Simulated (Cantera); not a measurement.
An isothermal, constant-pressure homogeneous reactor starts with 41.7 % NH₃, 58.3 % N₂, at 1775 K and 1200 Pa.

Cantera simulation using the gas-phase N/H chemistry of the illustrative SiF4/NH3 mechanism in the Surface Chemkin manual (1991); the numbers are that mechanism's predictions, not measurements. Walls and surfaces, which speed up NH3 decomposition in real reactors, are not modelled.

One state of this run: x NH₃ = 0.238; x N = 3.31e-7; x N₂H₂ = 1.32e-6; x NH = 4.38e-6; x H₂ = 0.189. x: mole fraction; the columns are a selection and need not sum to one.

Q: Which value of t (s) does it belong to?
A) 2.71
B) 0.00201
C) 0.546
D) 6.04

A: D, 6.04
